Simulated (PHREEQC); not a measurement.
Dissolve 0.019 mol H2SiF6 per kg of water at 86 °C. Closed to the air; pH follows from the charge balance.

Model: ion-association model, wateq4f.dat, run in PHREEQC.

Task: The ionic strength comes out as 0.0420 mol/kgw. What activity coefficients do SiF6-2, HF2-, H+, F- get?

Result: SiF6-2 0.44, HF2- 0.80, H+ 0.85, F- 0.80.

No solid was allowed to form. Saturation is exceeded, for instance for Quartz (slow to form), Chalcedony (slow to form); the values hold only as long as no solid forms. Constants without temperature data keep their 25 °C values here. SiF6-2 is the database's only silicon fluoride.
